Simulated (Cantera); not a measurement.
Input (Python, Cantera):

```python
import numpy as np
import cantera as ct

gas = ct.Solution("gri30.yaml", transport_model="multicomponent")
show = ['CH4', 'H', 'C2H2']

rows = []
print(f"{'T/K':>7s}{'rho':>11s}{'cp':>10s}{'mu':>11s}{'lambda':>11s}{'Pr':>7s}" + "".join(f"{'D_' + s:>11s}" for s in show))
for T in [400, 650, 900, 1150, 1400, 1650, 1900]:
    gas.TPX = T, 101325, {'C2H4': 0.16}
    Pr = gas.cp_mass * gas.viscosity / gas.thermal_conductivity
    D = [gas.mix_diff_coeffs_mole[gas.species_index(s)] for s in show]
    rows.append([gas.density, gas.cp_mass, gas.viscosity, gas.thermal_conductivity, Pr, *D])
    print(f"{T:7g}{gas.density:11.4e}{gas.cp_mass:10.1f}{gas.viscosity:11.4e}"
          f"{gas.thermal_conductivity:11.4e}{Pr:7.3f}" + "".join(f"{d:11.4e}" for d in D))
print("SI units: kg/m3, J/kg/K, Pa s, W/m/K, m2/s")
```

Result:

```
    T/K        rho        cp         mu     lambda     Pr      D_CH4        D_H     D_C2H2
    400 8.5471e-01    1876.5 1.3349e-05 3.3468e-02  0.748 2.9120e-05 1.5425e-04 2.1549e-05
    650 5.2597e-01    2663.7 2.0405e-05 7.2447e-02  0.750 6.9662e-05 3.6942e-04 5.2499e-05
    900 3.7987e-01    3167.1 2.6332e-05 1.1128e-01  0.749 1.2254e-04 6.5014e-04 9.3166e-05
   1150 2.9729e-01    3563.2 3.1520e-05 1.5014e-01  0.748 1.8612e-04 9.8780e-04 1.4220e-04
   1400 2.4420e-01    3836.1 3.6196e-05 1.8602e-01  0.746 2.5942e-04 1.3770e-03 1.9876e-04
   1650 2.0720e-01    4034.4 4.0501e-05 2.1934e-01  0.745 3.4174e-04 1.8142e-03 2.6230e-04
   1900 1.7994e-01    4177.8 4.4526e-05 2.5017e-01  0.744 4.3257e-04 2.2965e-03 3.3240e-04
SI units: kg/m3, J/kg/K, Pa s, W/m/K, m2/s
```

Model: GRI-Mech 3.0 (53 species, 325 reactions), integrated in Cantera. The composition is frozen, though it would react at the higher temperatures.
